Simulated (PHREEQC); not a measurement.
Consider water at 75 °C with 13 mmol/kgw HF, 26 mmol/kgw (CH3)4NF and 8 mmol/kgw (NH4)2SiF6. Closed to the air; pH follows from the charge balance.

The numbers come from PHREEQC with the ion-association model, wateq4f.dat.

No solid was allowed to form.

### Question
Predict the pH, ionic strength.

### Answer
pH 3.83; ionic strength 0.0502 mol/kgw.

### Question
In which forms is F present?

### Answer
SiF6-2 55 %, F- 29 %, HF 13 %, HF2- 2.9 % of the F.

Species that the database lacks are ignored. (CH3)4N+ isn't in the database: it is added as a free cation with an ion size of 4 Å. Away from 25 °C the constants follow the database's enthalpies or fits; those with neither stay at their 25 °C values. SiF6-2 is the database's only silicon fluoride.
